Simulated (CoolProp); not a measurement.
Ethylene at 282.36 K and 4.03 MPa is throttled through a valve to 2.25 MPa with no heat exchange. Each further row changes one setting.

Values from CoolProp's reference Helmholtz-energy equation of state, Smukala 2000.

```
case                       temperature change (K)  final density (kg/m³)
-------------------------  ----------------------  ---------------------
as stated                                   -27.4                      ?
outlet pressure 0.675 MPa                       ?                   11.3
outlet pressure 2.93 MPa                        ?                   53.6
```

Complete the blanks.


- as stated, final density (kg/m³): 40.2
- outlet pressure 0.675 MPa, temperature change (K): -58.4
- outlet pressure 2.93 MPa, temperature change (K): -16.1
